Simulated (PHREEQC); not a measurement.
A solution holds 0.59 mol/kgw MgSO4, 0.00013 mol/kgw H4SiO4 and 0.4 mol/kgw KCl, at 90 °C. Closed to the air; pH follows from the charge balance.

Equilibrium calculation in PHREEQC: Pitzer model, pitzer.dat.

**Question.** The ionic strength comes out as 2.76 mol/kgw. What activity coefficients do HSO4-, SO4-2, Cl-, Mg+2, MgOH+ get?

**Answer.** HSO4- 0.56, SO4-2 0.026, Cl- 0.56, Mg+2 0.069, MgOH+ 0.39. Single-ion values are on the MacInnes scale.

This is a speciation only: nothing precipitates in the calculation. Complexes and solids missing from the database can't appear. In brines, pH and single-ion activities rest on the MacInnes convention. Away from 25 °C the constants follow the database's enthalpies or fits; those with neither stay at their 25 °C values.
